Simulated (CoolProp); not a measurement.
Computed with CoolProp (reference Helmholtz-energy equation of state, Thol 2019).

Give the vapour pressure (bar), liquid density (kg/m³), vapour density (kg/m³), enthalpy of vaporisation (kJ/kg) of saturated dodecamethylpentasiloxane (MD3M) at 412.7, 536.6 K.


```json
[
 {"T (K)": "412.7", "p (bar)": "0.0681", "liquid density (kg/m³)": "757", "vapour density (kg/m³)": "0.775", "enthalpy of vaporisation (kJ/kg)": "141"},
 {"T (K)": "536.6", "p (bar)": "2.07", "liquid density (kg/m³)": "608", "vapour density (kg/m³)": "21.7", "enthalpy of vaporisation (kJ/kg)": "96.7"}
]
```
